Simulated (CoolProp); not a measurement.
CH2F2 (R32) at 317.21 K and 1.48 MPa flows at 1.9 m/s in a round tube of 100 mm bore and 15 µm roughness, fully developed (64/Re and Nu = 3.66 if laminar; Colebrook and Gnielinski if turbulent). Each further row changes one setting.

Computed with CoolProp (reference Helmholtz-energy equation of state, Tillner-Roth 1997).

```
case              Reynolds number  Darcy friction factor  pressure drop (Pa/m)  heat-transfer coefficient (W/(m² K))  mass flow (kg/h)
----------------  ---------------  ---------------------  --------------------  ------------------------------------  ----------------
as stated                  458000                 0.0151                  9.46                                   149              1870
velocity 3.8 m/s           916000                 0.0142                  35.6                                   281              3730
diameter 200 mm            916000                 0.0132                  4.13                                   130              7460
```

Viscosity comes from a separate model (Bell 2016), an estimate that may be off by 10 % or more. Thermal conductivity comes from a separate model (Huber 2003), an estimate that may be off by 10 % or more.
